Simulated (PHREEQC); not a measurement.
PHREEQC input (ion-association model, wateq4f.dat):

```
SOLUTION_MASTER_SPECIES
  An  An-  0  An  62.0  # stands for a non-complexing anion
SOLUTION_SPECIES
  An- = An-
    -log_k 0
    -gamma 3.0 0
PHASES
  Fix_H+
    H+ = H+
    -log_k 0
SOLUTION 1
  temp 25
  units mmol/kgw
  pH 7 charge
  Na 10
  An 10
END
SELECTED_OUTPUT 1
  -reset false
  -pH true
  -pe true
  -ionic_strength true
  -water true
  -totals Na
  -molalities Hfo_wOH Hfo_wOH2+ Hfo_wO- Hfo_sOH Hfo_sOH2+ Hfo_sO-
USER_PUNCH 1
  -headings sigma psi
  10 PUNCH EDL("sigma", "Hfo"), EDL("psi", "Hfo")
PRINT
  -reset false
USE solution 1
SURFACE 1
  Hfo_wOH 0.00382022 600 1.7
  Hfo_sOH 9.55056e-05
EQUILIBRIUM_PHASES 1
  Fix_H+ -4 HAn 10
    -force_equality true
  O2(g) -0.68 10
END
# ... the last block is repeated for the other 12 points of pH, with NaOH or the acid as the point needs
```

Selected output (columns that matter, 13 of 13 rows; pH added in front):

```
pH	mu	Na	m_Hfo_wOH	m_Hfo_wOH2+	m_Hfo_wO-	m_Hfo_sOH	m_Hfo_sOH2+	m_Hfo_sO-	sigma	psi
4	0.01128	0.01	0.0014936	0.0023044	2.2178e-05	3.7341e-05	5.7611e-05	5.5445e-07	0.2213	0.18348
4.67	0.010795	0.01	0.0021764	0.0015749	6.8902e-05	5.441e-05	3.9373e-05	1.7225e-06	0.14603	0.1633
5.33	0.010477	0.01	0.0026076	0.0010665	0.00014605	6.5191e-05	2.6664e-05	3.6514e-06	0.089256	0.13891
6	0.010265	0.01	0.0028224	0.00075668	0.00024117	7.0559e-05	1.8917e-05	6.0291e-06	0.049988	0.11013
6.67	0.010135	0.01	0.0029031	0.00058979	0.00032736	7.2577e-05	1.4745e-05	8.184e-06	0.025447	0.077622
7.33	0.010058	0.01	0.002927	0.00050332	0.00038994	7.3174e-05	1.2583e-05	9.7485e-06	0.010994	0.042863
8	0.010007	0.01	0.0029324	0.00045109	0.00043671	7.3311e-05	1.1277e-05	1.0918e-05	0.0013945	0.006091
8.67	0.010045	0.010084	0.0029299	0.00040646	0.00048383	7.3248e-05	1.0162e-05	1.2096e-05	-0.0075021	-0.030889
9.33	0.010129	0.010233	0.0029146	0.00035064	0.000555	7.2864e-05	8.766e-06	1.3875e-05	-0.019816	-0.066272
10	0.010326	0.010542	0.0028584	0.00027097	0.00069078	7.1461e-05	6.7742e-06	1.727e-05	-0.040708	-0.099784
10.67	0.010923	0.011323	0.0026912	0.00017369	0.00095527	6.728e-05	4.3422e-06	2.3882e-05	-0.075788	-0.12954
11.33	0.013112	0.013816	0.0022836	8.2145e-05	0.0014544	5.7091e-05	2.0536e-06	3.6359e-05	-0.13306	-0.15357
12	0.022859	0.024082	0.0013969	1.8591e-05	0.0024045	3.4923e-05	4.6479e-07	6.0113e-05	-0.23137	-0.16766
```
